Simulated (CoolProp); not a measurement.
R22 at 298.15 K and 0.709 MPa is throttled through a valve to 0.052 MPa with no heat exchange. Each further row changes one setting.

Computed with CoolProp (reference Helmholtz-energy equation of state, Kamei 1995).

| case | temperature change (K) | final density (kg/m³) |
|---|---|---|
| as stated | … | … |
| outlet pressure 0.0156 MPa | -17.0 | … |
| outlet pressure 0.0676 MPa | -15.7 | 2.52 |

Complete the blanks.


- as stated, temperature change (K): -16.1
- as stated, final density (kg/m³): 1.93
- outlet pressure 0.0156 MPa, final density (kg/m³): 0.579
